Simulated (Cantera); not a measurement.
A closed system holds: 1 mol CuO, 120 mol H2, 1.9 mol N2, at 2000 K and 0.133 bar.

These are equilibrium values from Cantera (NASA tables, ideal gas, pure condensed phases), not measurements of a reactor. Candidate condensed phases: Cu, CuO, Cu(OH)2, Cu2O, H2O; 27 gas species. Rates play no part.

Base state: H2 0.964, N2 0.0154, H2O 0.00812, Cu 0.00810, H 0.00437 (mole fractions); condensed: gas only.

Question: What changes in the equilibrium state with this change: temperature from 2000 K to 1275 K?

Answer: 
| species | before | after |
|---|---|---|
| H2 | 0.964 | 0.976 |
| N2 | 0.0154 | 0.0156 |
| H2O | 0.00812 | 0.00820 |
| Cu | 0.00810 | 6.49e-7 |
| H | 0.00437 | 1.99e-6 |
| Cu(s), mol | 0 | 1.000 |

Question: What changes in the equilibrium state with this change: CuO replaced by Cr2O3?

Answer: 
```tsv
species	before	after
H2	0.964	0.957
N2	0.0154	0.0154
H2O	0.00812	0.0142
Cr	0	0.00858
Cu	0.00810	0
CrO	0	8.63e-5
H	0.00437	0.00436
Cr(s), mol	0	0.109
Cr2O3(s), mol	0	0.411
```
Mutual solubility and eutectic melting of coexisting phases are not modelled. Further candidate phases: Cr, CrN, Cr2N, Cr2O3.
